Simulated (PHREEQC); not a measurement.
1 kg of water holding 0.23 mol/kgw Na2CO3, 0.36 mol/kgw KCl, 0.012 mol/kgw NaCl, 0.19 mol/kgw Na2SO4 and 0.43 mol/kgw NaHCO3 is evaporated at 25 °C; the solids stay in contact with the brine. CO2 is held at log p = -3.4 (atm). Solids allowed: Arcanite, Burkeite, Glaserite, Halite, Kalicinite, Mirabilite, Misenite, Nahcolite, Natron, Sylvite, Thenardite, Trona. Others were left out.

The series has 14 steps of water left (kg), from 1.003 to 0.07013.

The numbers come from PHREEQC with the Pitzer model, pitzer.dat.

Q: Which solids form, in which order, and at which step of the series does each first stand?

A: Glaserite from water left = 0.2564 kg (pH 10.12); Trona from water left = 0.2105 kg (pH 10.12).
